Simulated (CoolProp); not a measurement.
Properties of ethylene along the isotherm -127.25 °C (Tc = 9.2 °C, pc = 50.42 bar, ω = 0.087).

The numbers come from the reference Helmholtz-energy equation of state, Smukala 2000 in CoolProp.

```
p (bar)   phase  density (kg/m³)  cp (kJ/(kg K))  cv (kJ/(kg K))
-------  ------  ---------------  --------------  --------------
50.4     liquid            603.9           2.388           1.448
101      liquid            607.4           2.373           1.454
151      liquid            610.8           2.360               …
202      liquid            614.0           2.349           1.466
252      liquid                …               …           1.472
303      liquid                …           2.330           1.479
353      liquid            622.9           2.322           1.486
403      liquid            625.7           2.315           1.492
454      liquid            628.4           2.309           1.499
504      liquid                …           2.303           1.505
```

Question: Complete the blanks.

Answer: 
- 151, cv (kJ/(kg K)): 1.460
- 252, density (kg/m³): 617.1
- 252, cp (kJ/(kg K)): 2.339
- 303, density (kg/m³): 620.1
- 504, density (kg/m³): 631.0
